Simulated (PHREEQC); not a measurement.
Make-up at 10 °C: 140 mmol/kgw MnSO4, 0.058 mmol/kgw H3AsO4 and 6.7 mmol/kgw HCl. Closed to the air; pH follows from the charge balance.

Computed with PHREEQC (ion-association model, wateq4f.dat).

```yaml
pH: 2.69
ionic_strength: 0.329 mol/kgw
total_alkalinity: -6.76 meq/kg
```

| species | molality | activity | log γ |
|---|---|---|---|
| Mn+2 | 0.0823 | 0.0238 | -0.538 |
| SO4-2 | 0.0788 | 0.0196 | -0.603 |
| MnSO4 | 0.0571 | 0.0616 | 0.033 |
| Cl- | 0.00613 | 0.00417 | -0.168 |
| HSO4- | 0.00412 | 0.00289 | -0.155 |
| H+ | 0.00262 | 0.00205 | -0.106 |
| MnCl+ | 0.000568 | 0.000405 | -0.148 |
| H2AsO4- | 4.67e-5 | 3.45e-5 | -0.132 |
| H3AsO4 | 1.13e-5 | 1.21e-5 | 0.033 |
| MnCl2 | 6.83e-7 | 7.36e-7 | 0.033 |
| HAsO4-2 | 3.67e-9 | 1.08e-9 | -0.529 |
| MnCl3- | 1.19e-9 | 8.45e-10 | -0.148 |

This is a speciation only: nothing precipitates in the calculation. Species that the database lacks are ignored. Constants without temperature data keep their 25 °C values here. The database has no arsenate complexes of Mn.
